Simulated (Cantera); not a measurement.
Feed: 1 mol Pb, 0.0019 mol O2, 73 mol H2, held at 9600 Pa.

Equilibrium computed with Cantera from the NASA thermochemical tables; the gas is ideal and each condensed phase is pure. Candidate condensed phases: H2O, Pb, PbO, PbO2, Pb3O4; 12 gas species. Rates play no part.

**Question.** Which condensed phases are stable at each of these points (T (K)): 948, 998, 1048, 1098, 1148, 1198, 1248, 1298, 1348, 1398, 1448, 1498, 1548?

**Answer.** 
```json
[
 {"T (K)": "948", "condensed phases": "Pb(l)", "Pb condensed (%)": "99.6"},
 {"T (K)": "998", "condensed phases": "Pb(l)", "Pb condensed (%)": "98.8"},
 {"T (K)": "1048", "condensed phases": "Pb(l)", "Pb condensed (%)": "96.6"},
 {"T (K)": "1098", "condensed phases": "Pb(l)", "Pb condensed (%)": "91.1"},
 {"T (K)": "1148", "condensed phases": "Pb(l)", "Pb condensed (%)": "78.6"},
 {"T (K)": "1198", "condensed phases": "Pb(l)", "Pb condensed (%)": "52.3"},
 {"T (K)": "1248", "condensed phases": "gas only", "Pb condensed (%)": "0.0"},
 {"T (K)": "1298", "condensed phases": "gas only", "Pb condensed (%)": "0.0"},
 {"T (K)": "1348", "condensed phases": "gas only", "Pb condensed (%)": "0.0"},
 {"T (K)": "1398", "condensed phases": "gas only", "Pb condensed (%)": "0.0"},
 {"T (K)": "1448", "condensed phases": "gas only", "Pb condensed (%)": "0.0"},
 {"T (K)": "1498", "condensed phases": "gas only", "Pb condensed (%)": "0.0"},
 {"T (K)": "1548", "condensed phases": "gas only", "Pb condensed (%)": "0.0"}
]
```

From 948 K to 1198 K the condensed part is Pb(l). From 1248 K to 1548 K nothing is condensed.
